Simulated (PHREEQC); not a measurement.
Metal-bearing waste water

Consider water at 25 °C with 0.0082 mol FeCl3, 0.008 mol HCl and 0.0082 mol Na2SO4 per kg of water. Closed to the air; pH follows from the charge balance.

Model: ion-association model, wateq4f.dat, run in PHREEQC.

Precipitation was switched off in this run.

Task: Estimate the pH.

Result: pH 2.17.

Task: In which forms is S present?

Result: FeSO4+ 59 %, SO4-2 25 %, HSO4- 9.7 %, Fe(SO4)2- 2.6 %, FeHSO4+2 1.9 %, NaSO4- 1.0 % of the S.

Saturation is exceeded, for instance for Jarosite-Na, Hematite (slow to form); the values hold only as long as no solid forms.
